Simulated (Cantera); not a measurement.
A closed system holds: 1 mol Si3N4, 0.47 mol H2O, 14 mol H2, at 0.338 Torr.

Cantera equilibrium calculation (NASA polynomials, part measured and part estimated; ideal gas, pure solids and liquids). Candidate condensed phases: H2O, Si, SiO2, Si2N2O, Si3N4; 35 gas species. The tables' values for SiN are old estimates; treat these amounts as uncertain. Gases not in the tables: Si2H6 and higher silanes. Equilibrium is a limit: real reactors are often held back by kinetics, nucleation or transport. All values below are at 1675 °C.

Base state: H2 0.766, N2 0.109, Si 0.0516, H 0.0466, SiO 0.0256, SiH 0.000737, Si2 0.000470, Si2N 0.000147 (mole fractions); condensed: Si(l).

**Question.** What changes in the equilibrium state with this change: Si3N4 replaced by Si?

**Answer.** 
```
species       before     after
----------  --------  --------
H2             0.766     0.887
H             0.0466    0.0502
Si            0.0516    0.0324
N2             0.109         0
SiO           0.0256    0.0296
Si2N        0.000147         0
SiN         0.000107         0
Si3         0.000104   2.57e-5
Si2         0.000470  0.000186
SiH         0.000737  0.000498
Si(l), mol      1.54         0
```
